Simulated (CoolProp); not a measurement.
Vapour-liquid equilibrium of n-butane (1) + trans-2-butene (2) at 0.345 MPa; x and y are mole fractions of (1).

Model: multi-fluid Helmholtz-energy mixture model, Bücker 2006 and Lemmon 2005; pair parameters Bell 2016, in CoolProp.

| x | bubble temperature (°C) | y at the bubble point | dew temperature at overall composition x (°C) | liquid density (mol/L) |
|---|---|---|---|---|
| 0.05 | 37.7 | 0.054 | 37.7 | 10.35 |
| 0.15 | 37.4 | 0.159 | 37.4 | 10.26 |
| 0.25 | 37.1 | 0.260 | 37.2 | 10.18 |
| 0.35 | 36.9 | 0.359 | 37.0 | 10.10 |
| 0.45 | 36.8 | 0.457 | 36.8 | 10.03 |
| 0.55 | 36.7 | 0.554 | 36.7 | 9.950 |
| 0.65 | 36.7 | 0.652 | 36.7 | 9.874 |
| 0.75 | 36.7 | 0.750 | 36.7 | 9.799 |
| 0.85 | 36.7 | 0.849 | 36.7 | 9.725 |
| 0.95 | 36.7 | 0.950 | 36.7 | 9.652 |

y crosses x between x = 0.75 and 0.85: the model has an azeotrope there.

The pair parameters rest on a limited set of measurements; away from them the model extrapolates.
